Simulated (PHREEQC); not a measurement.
A solution holds 20 mmol/kgw NH4Cl, 2.2 mmol/kgw Na2SO4 and 4.1 mmol/kgw KCl, at 40 °C. Closed to the air; pH follows from the charge balance.

The numbers come from PHREEQC with the ion-association model, phreeqc.dat.

Each row changes one thing in this solution. This is a speciation only: nothing precipitates in the calculation.

```
case                                  pH  NH3 (mol/kgw)  SI of Sylvite (KCl)
----------------------------------  ----  -------------  -------------------
as made                             5.36        5.77e-6                -5.13
Na2SO4 left out                      [?]        5.46e-6                -5.11
diluted 10-fold with water          5.78            [?]                -7.03
diluted 100-fold with water         6.24        5.33e-7                  [?]
KCl from 0.0041 to 0.00615 mol/kgw  5.36            [?]                -4.92
KCl from 0.0041 to 0.00369 mol/kgw  5.36        5.77e-6                -5.18
```

What belongs in the gaps?


- Na2SO4 left out, pH: 5.32
- diluted 10-fold with water, NH3 (mol/kgw): 1.77e-6
- diluted 100-fold with water, SI of Sylvite (KCl): -8.99
- KCl from 0.0041 to 0.00615 mol/kgw, NH3 (mol/kgw): 5.75e-6

Away from 25 °C the constants follow the database's enthalpies or fits; those with neither stay at their 25 °C values.
